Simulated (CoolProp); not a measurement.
Properties of sulfur dioxide along the isotherm 324.8 K (Tc = 430.6 K, pc = 7.887 MPa, ω = 0.256).

Computed with CoolProp (reference Helmholtz-energy equation of state, Gao 2016).

```json
[
 {"p (MPa)": "3.18", "phase": "liquid", "density (kg/m³)": "1295", "cp (kJ/(kg K))": "1.432", "speed of sound (m/s)": "775.9", "expansivity (1/kK)": "2.391"},
 {"p (MPa)": "6.36", "phase": "liquid", "density (kg/m³)": "1304", "cp (kJ/(kg K))": "___", "speed of sound (m/s)": "799.6", "expansivity (1/kK)": "2.284"},
 {"p (MPa)": "9.55", "phase": "liquid", "density (kg/m³)": "1313", "cp (kJ/(kg K))": "1.400", "speed of sound (m/s)": "821.7", "expansivity (1/kK)": "2.190"},
 {"p (MPa)": "12.7", "phase": "liquid", "density (kg/m³)": "1320", "cp (kJ/(kg K))": "1.387", "speed of sound (m/s)": "842.2", "expansivity (1/kK)": "2.110"},
 {"p (MPa)": "15.9", "phase": "liquid", "density (kg/m³)": "1328", "cp (kJ/(kg K))": "1.375", "speed of sound (m/s)": "861.7", "expansivity (1/kK)": "___"},
 {"p (MPa)": "19.1", "phase": "liquid", "density (kg/m³)": "1335", "cp (kJ/(kg K))": "1.365", "speed of sound (m/s)": "___", "expansivity (1/kK)": "___"},
 {"p (MPa)": "22.3", "phase": "liquid", "density (kg/m³)": "___", "cp (kJ/(kg K))": "1.356", "speed of sound (m/s)": "897.7", "expansivity (1/kK)": "1.915"},
 {"p (MPa)": "25.5", "phase": "liquid", "density (kg/m³)": "1349", "cp (kJ/(kg K))": "1.347", "speed of sound (m/s)": "914.4", "expansivity (1/kK)": "1.862"},
 {"p (MPa)": "28.6", "phase": "liquid", "density (kg/m³)": "___", "cp (kJ/(kg K))": "1.340", "speed of sound (m/s)": "___", "expansivity (1/kK)": "1.815"},
 {"p (MPa)": "31.8", "phase": "liquid", "density (kg/m³)": "1361", "cp (kJ/(kg K))": "1.332", "speed of sound (m/s)": "945.1", "expansivity (1/kK)": "1.770"},
 {"p (MPa)": "35", "phase": "liquid", "density (kg/m³)": "1367", "cp (kJ/(kg K))": "1.326", "speed of sound (m/s)": "959.8", "expansivity (1/kK)": "1.729"}
]
```

Problem. Complete the blanks.

Solution. 
- 6.36, cp (kJ/(kg K)): 1.415
- 15.9, expansivity (1/kK): 2.038
- 19.1, speed of sound (m/s): 880.1
- 19.1, expansivity (1/kK): 1.973
- 22.3, density (kg/m³): 1342
- 28.6, density (kg/m³): 1355
- 28.6, speed of sound (m/s): 929.8
